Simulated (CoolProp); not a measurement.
Vapour-liquid equilibrium of carbon dioxide (1) + isobutane (2) at 279.7 K; x and y are mole fractions of (1).

Values from CoolProp's multi-fluid Helmholtz-energy mixture model, Span 1996 and Bücker 2006; pair parameters Kunz 2012.

Task: Give the bubble pressure and the first vapour's composition at x = 0.425, 0.575, 0.8. Is there an azeotrope?

Result: x = 0.425: 2.119 MPa, y = 0.907; x = 0.575: 2.599 MPa, y = 0.928; x = 0.8: 3.298 MPa, y = 0.957. No azeotrope shows between x = 0.05 and 0.95.

Pair parameters are fitted to limited data, so mixtures are less certain than the pure fluids. The gap from Raoult's law changes sign with composition, which may be real or a fault of the pair parameters; it wasn't checked against measurements.
